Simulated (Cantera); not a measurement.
**Low-pressure radical oxidation in H2/O2**

An isothermal, constant-pressure homogeneous reactor starts with 2.72 % H2, 97.3 % O2, at 1350 K and 0.0263 atm.

Cantera simulation using the H2/O2 subset of GRI-Mech 3.0, which has no nitrogen chemistry; the numbers are that mechanism's predictions, not measurements. Radical loss at walls, strong at low pressure, is not modelled.

```csv
t (s),x H2,x O2,x O,x OH,x H,x H2O2
7.00e-5,0.0272,0.973,4.82e-8,4.19e-8,1.78e-8,2.07e-11
0.000188,0.0272,0.973,3.91e-7,3.16e-7,9.96e-8,1.44e-10
0.000504,0.0272,0.973,2.88e-5,2.29e-5,6.85e-6,1.00e-9
0.00135,0.00136,0.950,0.0191,0.00439,0.00274,1.22e-7
0.00363,0.000259,0.950,0.0203,0.00295,0.00187,6.65e-8
0.00973,0.000218,0.954,0.0169,0.00271,0.00142,6.44e-8
0.0261,0.000144,0.960,0.0109,0.00221,0.000746,5.83e-8
0.0700,6.17e-5,0.967,0.00455,0.00145,0.000203,4.41e-8
0.188,1.61e-5,0.971,0.00117,0.000744,2.67e-5,2.45e-8
0.504,3.21e-6,0.972,0.000233,0.000333,2.37e-6,9.92e-9
1.35,6.44e-7,0.972,4.66e-5,0.000149,2.13e-7,3.31e-9
3.63,1.52e-7,0.972,1.11e-5,7.28e-5,2.46e-8,1.08e-9
9.73,5.10e-8,0.972,3.71e-6,4.22e-5,4.80e-9,4.57e-10
26.1,3.56e-8,0.972,2.59e-6,3.53e-5,2.80e-9,3.55e-10
70.0,3.52e-8,0.972,2.56e-6,3.51e-5,2.76e-9,3.52e-10
```
x: mole fraction; the columns are a selection and need not sum to one.

Equilibrium at this temperature and pressure: H2 3.52e-8, O2 0.972, O 2.56e-6, OH 3.51e-5, H 2.76e-9, H2O2 3.52e-10 (gas phase only).
